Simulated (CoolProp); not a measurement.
Values from CoolProp's reference Helmholtz-energy equation of state, Thol 2017.

**Question.** For octamethyltrisiloxane (MDM), give the phase and the density (kg/m³), speed of sound (m/s) at 575 K and 5.39 MPa; 575 K and 10.8 MPa.

**Answer.** 
- 575 K and 5.39 MPa: supercritical; density 512, speed of sound 271
- 575 K and 10.8 MPa: supercritical; density 567, speed of sound 391
